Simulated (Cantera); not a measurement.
## Silicon carbide growth: Si(CH3)4 + C2H2 + H2

Charge: 1 mol Si(CH3)4, 0.59 mol C2H2, a varied amount of H2, equilibrated at 2648 K and 0.280 bar.

Method: chemical equilibrium by Gibbs-energy minimisation in Cantera with the NASA 1993 tables (ideal gas, pure condensed phases). Candidate condensed phases: C, C6H6, C7H8, C8H18, Si, SiC; 87 gas species. Gases not in the tables: Si2H6 and higher silanes. Equilibrium is a limit: real reactors are often held back by kinetics, nucleation or transport.

```json
[
 {"n(H2) (mol)": "35", "x H2": "0.879", "x H": "0.0824", "x C2H2 (acetylene)": "0.0171", "x Si": "0.0122", "n C(graphite)": "3.11"},
 {"n(H2) (mol)": "98", "x H2": "0.891", "x H": "0.0829", "x C2H2 (acetylene)": "0.0173", "x Si": "0.00543", "n C(graphite)": "0.738"},
 {"n(H2) (mol)": "160", "x H2": "0.898", "x H": "0.0833", "x C2H2 (acetylene)": "0.0133", "x Si": "0.00376", "n C(graphite)": "0"},
 {"n(H2) (mol)": "220", "x H2": "0.902", "x H": "0.0835", "x C2H2 (acetylene)": "0.00997", "x Si": "0.00297", "n C(graphite)": "0"},
 {"n(H2) (mol)": "290", "x H2": "0.905", "x H": "0.0836", "x C2H2 (acetylene)": "0.00774", "x Si": "0.00238", "n C(graphite)": "0"},
 {"n(H2) (mol)": "350", "x H2": "0.907", "x H": "0.0837", "x C2H2 (acetylene)": "0.00650", "x Si": "0.00204", "n C(graphite)": "0"},
 {"n(H2) (mol)": "410", "x H2": "0.908", "x H": "0.0838", "x C2H2 (acetylene)": "0.00560", "x Si": "0.00178", "n C(graphite)": "0"},
 {"n(H2) (mol)": "480", "x H2": "0.909", "x H": "0.0838", "x C2H2 (acetylene)": "0.00482", "x Si": "0.00155", "n C(graphite)": "0"},
 {"n(H2) (mol)": "540", "x H2": "0.910", "x H": "0.0838", "x C2H2 (acetylene)": "0.00431", "x Si": "0.00140", "n C(graphite)": "0"},
 {"n(H2) (mol)": "600", "x H2": "0.911", "x H": "0.0839", "x C2H2 (acetylene)": "0.00389", "x Si": "0.00127", "n C(graphite)": "0"},
 {"n(H2) (mol)": "660", "x H2": "0.911", "x H": "0.0839", "x C2H2 (acetylene)": "0.00355", "x Si": "0.00116", "n C(graphite)": "0"}
]
```
x: gas mole fraction; n: condensed amount in mol.

From 35 mol H2 to 98 mol H2 the condensed part is C(graphite). From 160 mol H2 to 660 mol H2 nothing is condensed. The main Si-bearing gas is Si throughout.
